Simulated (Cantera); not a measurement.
**N2O furnace oxynitridation**

A perfectly stirred reactor is fed with N2O : O2 = 1 : 0.077 (molar parts), at 0.0642 atm; it is held at 1575 K, and followed from long to short residence time.

Cantera simulation using GRI-Mech 3.0 (53 species, 325 reactions); the numbers are that mechanism's predictions, not measurements. GRI-Mech 3.0 was tuned for natural gas; its chemistry of N2O as a main component is partial and can be far from experiment. The temperature is held fixed by assumption; the heat of reaction is taken as removed at once.

| τ (s) | x N2O | x O2 | x NO | x N2 | x NO2 | x O |
|---|---|---|---|---|---|---|
| 1.3 | 0.0560 | 0.268 | 0.159 | 0.516 | 9.12e-5 | 0.000124 |
| 0.41 | 0.152 | 0.243 | 0.148 | 0.456 | 7.97e-5 | 0.000135 |
| 0.13 | 0.351 | 0.198 | 0.112 | 0.338 | 5.54e-5 | 0.000139 |
| 0.040 | 0.615 | 0.140 | 0.0611 | 0.183 | 2.63e-5 | 0.000141 |
| 0.013 | 0.797 | 0.100 | 0.0257 | 0.0772 | 9.03e-6 | 0.000141 |
| 0.0039 | 0.885 | 0.0810 | 0.00853 | 0.0257 | 1.98e-6 | 0.000140 |
| 0.0012 | 0.915 | 0.0745 | 0.00266 | 0.00810 | 2.98e-7 | 0.000137 |
| 0.00039 | 0.924 | 0.0724 | 0.000826 | 0.00260 | 3.49e-8 | 0.000130 |
| 0.00012 | 0.927 | 0.0717 | 0.000215 | 0.000753 | 2.61e-9 | 0.000109 |
x: mole fraction; the columns are a selection and need not sum to one.
